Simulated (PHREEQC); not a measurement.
PHREEQC input (Pitzer model, pitzer.dat):

```
SOLUTION 1
  temp 25
  units mol/kgw
  pH 7 charge
  Cl 0.65
  B 0.13
  Si 5.1e-05
SOLUTION 2
  temp 25
  units mol/kgw
  pH 7 charge
  K 0.024
  Si 1.3e-05
END
SELECTED_OUTPUT 1
  -reset false
  -pH true
  -pe true
  -ionic_strength true
  -water true
  -totals B Cl K Si
  -molalities H+ K+ Cl- B(OH)3 H4SiO4 OH- B(OH)4- B3O3(OH)4- B4O5(OH)4-2 H3SiO4-
    H2SiO4-2
  -equilibrium_phases SiO2(a) Sylvite Boric_acid,s KB5O8:4H2O K2B4O7:4H2O
PRINT
  -reset false
MIX 1
  1 1
  2 0
EQUILIBRIUM_PHASES 1
  SiO2(a) 0 0
  Sylvite 0 0
  Boric_acid,s 0 0
  KB5O8:4H2O 0 0
  K2B4O7:4H2O 0 0
END
# ... the last block is repeated for the other 10 points of share of solution B
```

Selected output (columns that matter, 11 of 11 rows; share of solution B added in front):

```
share of solution B	pH	mu	B	Cl	K	Si	m_H+	m_K+	m_Cl-	m_B(OH)3	m_H4SiO4	m_OH-	m_H3SiO4-	m_H2SiO4-2
0	0.20537	0.65	0.13	0.65	0	5.1e-05	0.65	0	0.65	0.13	5.1e-05	3.9709e-14	2.837e-14	3.2576e-26
0.1	0.26513	0.58498	0.11699	0.58497	0.0023999	4.7198e-05	0.58257	0.0023999	0.58497	0.11699	4.7198e-05	4.3332e-14	2.8796e-14	3.4125e-26
0.2	0.33024	0.51995	0.10399	0.51996	0.0047996	4.3396e-05	0.51516	0.0047996	0.51996	0.10399	4.3396e-05	4.7763e-14	2.9334e-14	3.6072e-26
0.3	0.40224	0.45494	0.090988	0.45494	0.0071991	3.9595e-05	0.44774	0.0071991	0.45494	0.090988	3.9595e-05	5.3339e-14	3.0048e-14	3.8627e-26
0.4	0.48339	0.38993	0.077987	0.38993	0.0095983	3.5794e-05	0.38033	0.0095983	0.38993	0.077987	3.5794e-05	6.0628e-14	3.1044e-14	4.2166e-26
0.5	0.57733	0.32493	0.064986	0.32493	0.011997	3.1993e-05	0.31293	0.011997	0.32493	0.064986	3.1993e-05	7.0661e-14	3.2521e-14	4.7431e-26
0.6	0.69037	0.25993	0.051987	0.25993	0.014396	2.8193e-05	0.24554	0.014396	0.25993	0.051987	2.8193e-05	8.5557e-14	3.4901e-14	5.61e-26
0.7	0.83511	0.19494	0.038988	0.19494	0.016795	2.4393e-05	0.17815	0.016795	0.19494	0.038988	2.4393e-05	1.105e-13	3.9238e-14	7.287e-26
0.8	1.0429	0.12995	0.025991	0.12996	0.019193	2.0593e-05	0.11076	0.019193	0.12996	0.025991	2.0593e-05	1.6282e-13	4.9122e-14	1.1691e-25
0.9	1.4425	0.064975	0.012995	0.064975	0.021592	1.6793e-05	0.043383	0.021592	0.064975	0.012995	1.6793e-05	3.6333e-13	9.0026e-14	3.9312e-25
1	12.313	0.024002	0	0	0.024	1.3e-05	5.7319e-13	0.024	0	0	2.9409e-08	0.023985	1.0494e-05	2.4769e-06
```
